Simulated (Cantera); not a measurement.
Feed: 1 mol Si, a varied amount of N₂O, 1.5 mol N₂, equilibrated at 2125 K and 13300 Pa.

These are equilibrium values from Cantera (NASA tables, ideal gas, pure condensed phases), not measurements of a reactor. Candidate condensed phases: Si, SiO₂, Si₂N₂O, Si₃N₄; 16 gas species. The tables hold silica as quartz up to 1696 K and as liquid above; real silica turns to tridymite and cristobalite and melts near 1996 K. The numbers say what is thermodynamically allowed, not how fast it happens.

Q: Which condensed phases are stable at each of these points (n(N₂O) (mol)): 0.067, 0.11, 0.17, 0.28, 0.44, 0.71, 1.1, 1.8?

A: 
```json
[
 {"n(N₂O) (mol)": "0.067", "condensed phases": "Si(l)", "Si condensed (%)": "93.0"},
 {"n(N₂O) (mol)": "0.11", "condensed phases": "Si(l)", "Si condensed (%)": "88.7"},
 {"n(N₂O) (mol)": "0.17", "condensed phases": "Si(l)", "Si condensed (%)": "82.7"},
 {"n(N₂O) (mol)": "0.28", "condensed phases": "Si(l)", "Si condensed (%)": "71.7"},
 {"n(N₂O) (mol)": "0.44", "condensed phases": "Si(l)", "Si condensed (%)": "55.6"},
 {"n(N₂O) (mol)": "0.71", "condensed phases": "Si(l)", "Si condensed (%)": "28.5"},
 {"n(N₂O) (mol)": "1.1", "condensed phases": "SiO₂(l)", "Si condensed (%)": "10.0"},
 {"n(N₂O) (mol)": "1.8", "condensed phases": "SiO₂(l)", "Si condensed (%)": "80.0"}
]
```

From 0.067 mol N₂O to 0.71 mol N₂O the condensed part is Si(l). From 1.1 mol N₂O to 1.8 mol N₂O the condensed part is SiO₂(l).
